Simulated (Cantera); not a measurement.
A closed system holds: 1 mol BCl₃, 16 mol H₂O, 20 mol N₂, equilibrated at 1602 °C and 750 Torr.

Equilibrium computed with Cantera from the NASA thermochemical tables; the gas is ideal and each condensed phase is pure. Candidate condensed phases: B, BN, B₂O₃, B₃O₃H₃, H₂O, NH₄Cl; 49 gas species. The tables' values for BOCl are old estimates; treat these amounts as uncertain. Rates play no part.

Base state: N₂ 0.526, H₂O 0.367, HCl 0.0779, HBO₂ 0.0259, H₂ 0.00181, Cl 0.000910, O₂ 0.000457, OH 0.000441 (mole fractions); condensed: gas only.

Q: What changes in the equilibrium state with this change: pressure from 750 Torr to 1.00 Torr?

A: 
| species | before | after |
|---|---|---|
| N₂ | 0.526 | 0.519 |
| H₂O | 0.367 | 0.350 |
| HCl | 0.0779 | 0.0702 |
| H₂ | 0.00181 | 0.0150 |
| HBO₂ | 0.0259 | 0.0253 |
| O | 5.14e-6 | 0.000442 |
| H | 2.79e-5 | 0.00220 |
| O₂ | 0.000457 | 0.00451 |
